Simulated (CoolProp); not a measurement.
n-perfluorohexane at several states: fugacity coefficient from the reference equation and from simpler models built on Tc = 448.0 K, pc = 17.42 bar, ω = 0.497; each cubic takes its own stable root.

Computed with CoolProp (reference Helmholtz-energy equation of state, Gao 2022).

```json
[
 {"T (K)": "284.7", "p (bar)": "28.9", "phase": "liquid", "reference": "0.006814", "van der Waals": "0.09645", "Redlich-Kwong": "0.02804", "Soave-Redlich-Kwong": "0.007053"},
 {"T (K)": "256.5", "p (bar)": "1.43", "phase": "liquid", "reference": "0.02271", "van der Waals": "0.7498", "Redlich-Kwong": "0.1489", "Soave-Redlich-Kwong": "0.02294"},
 {"T (K)": "404.2", "p (bar)": "5", "phase": "gas", "reference": "0.8566", "van der Waals": "0.8914", "Redlich-Kwong": "0.8709", "Soave-Redlich-Kwong": "0.8597"},
 {"T (K)": "300", "p (bar)": "0.469", "phase": "liquid", "reference": "0.6630", "van der Waals": "0.9797", "Redlich-Kwong": "0.9722", "Soave-Redlich-Kwong": "0.6627"}
]
```

At some of these states van der Waals, Redlich-Kwong gives the other phase, because its saturation line lies elsewhere.
